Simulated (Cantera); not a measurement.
## Silicon epitaxy and polysilicon growth: Si2Cl6 + Cl2 + N2

Feed: 1 mol Si2Cl6, 0.11 mol Cl2, 140 mol N2, at 4.95 Torr.

These are equilibrium values from Cantera (NASA tables, ideal gas, pure condensed phases), not measurements of a reactor. Candidate condensed phases: Si, Si3N4; 13 gas species. The feed counts by its element totals alone. N2 is the only nitrogen source here; it is nearly inert below about 1500 K, so the nitride shown seldom forms there in practice. The tables' values for SiCl3 are old estimates; treat these amounts as uncertain. Equilibrium is a limit: real reactors are often held back by kinetics, nucleation or transport.

From 1023 K to 1323 K the condensed part is Si3N4(s). The main Si-bearing gas is SiCl4 throughout. The share of Si in condensed phases is highest at 1023 K (22.2 %) and lowest at 1323 K (3.4 %).

```csv
T (K),x N2,x SiCl4,x SiCl2,x SiCl3,x Cl,x SiCl,x Cl2,n Si3N4(s)
1023,0.989,0.0110,2.95e-6,3.92e-5,3.19e-8,<1e-12,2.27e-11,0.148
1073,0.989,0.0109,1.38e-5,9.70e-5,1.10e-7,<1e-12,6.97e-11,0.147
1123,0.989,0.0108,5.56e-5,0.000220,3.43e-7,1.50e-12,1.93e-10,0.144
1173,0.989,0.0106,0.000198,0.000460,9.63e-7,1.78e-11,4.88e-10,0.138
1223,0.988,0.0100,0.000622,0.000884,2.47e-6,1.72e-10,1.12e-9,0.123
1273,0.988,0.00897,0.00173,0.00154,5.79e-6,1.36e-9,2.35e-9,0.0895
1323,0.986,0.00712,0.00417,0.00233,1.23e-5,8.88e-9,4.37e-9,0.0224
```
x: gas mole fraction; n: condensed amount in mol.
